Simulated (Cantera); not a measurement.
**Reactions in the system Cl-H-O-Sr**

Standard-state values (1 bar) from the NASA 1993 polynomials, evaluated with Cantera. Values are per mole of reaction as written; species without (g) are pure solids or liquids, kept so even where they would boil at 1 bar.

SrCl2 + 2 H2O2(g) = 2 O(g) + Sr(OH)2 + 2 HCl(g)

| T (K) | ΔH° (kJ) | ΔS° (J/K) | ΔG° (kJ) | log10 K | condensed phases |
|---|---|---|---|---|---|
| 300 | 446.3 | 209.2 | 383.6 | -66.78 | SrCl2(s), Sr(OH)2(s) |
| 1050 | 483.3 | 263.4 | 206.8 | -10.29 | SrCl2(s), Sr(OH)2(l) |
| 1250 | 471.4 | 252.9 | 155.2 | -6.49 | SrCl2(l), Sr(OH)2(l) |
| 1450 | 476.7 | 256.8 | 104.2 | -3.76 | SrCl2(l), Sr(OH)2(l) |
| 1650 | 481.4 | 259.9 | 52.6 | -1.66 | SrCl2(l), Sr(OH)2(l) |
| 1850 | 485.5 | 262.3 | 0.3 | -0.01 | SrCl2(l), Sr(OH)2(l) |
| 2050 | 489.2 | 264.2 | -52.3 | 1.33 | SrCl2(l), Sr(OH)2(l) |
| 2250 | 492.6 | 265.7 | -105.3 | 2.44 | SrCl2(l), Sr(OH)2(l) |
| 2450 | 495.7 | 267.0 | -158.6 | 3.38 | SrCl2(l), Sr(OH)2(l) |
| 2650 | 498.5 | 268.1 | -212.1 | 4.18 | SrCl2(l), Sr(OH)2(l) |
| 2850 | 501.1 | 269.1 | -265.8 | 4.87 | SrCl2(l), Sr(OH)2(l) |
